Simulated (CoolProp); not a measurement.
Properties of hexamethyldisiloxane (MM) along the isobar 984 kPa.

Model: reference Helmholtz-energy equation of state, Thol 2016, in CoolProp.

```
T (K)  phase  density (kg/m³)  cp (kJ/(kg K))  isothermal compressibility (1/MPa)  fugacity coefficient
-----  -----  ---------------  --------------  ----------------------------------  --------------------
511.2    gas            48.58           2.197                               1.378                0.8130
519      gas            46.91           2.195                               1.337                0.8229
526.8    gas                ?           2.198                               1.304                0.8322
534.5    gas            44.07           2.202                               1.276                0.8408
542.3    gas            42.83           2.209                               1.253                0.8489
550.1    gas                ?           2.217                               1.232                0.8566
557.8    gas            40.66           2.226                               1.214                0.8637
565.6    gas            39.68           2.236                               1.199                0.8705
573.4    gas            38.77           2.247                               1.185                0.8769
581.2    gas            37.91           2.258                               1.172                0.8829
588.9    gas            37.12           2.270                               1.161                0.8886
596.7    gas                ?           2.281                                   ?                0.8940
604.5    gas            35.64           2.293                               1.142                0.8991
612.2    gas            34.96           2.305                               1.134                0.9039
620      gas            34.32           2.318                               1.126                0.9085
```

**Question.** What belongs in the gaps?

**Answer.** 
- 526.8, density (kg/m³): 45.41
- 550.1, density (kg/m³): 41.70
- 596.7, density (kg/m³): 36.36
- 596.7, isothermal compressibility (1/MPa): 1.151
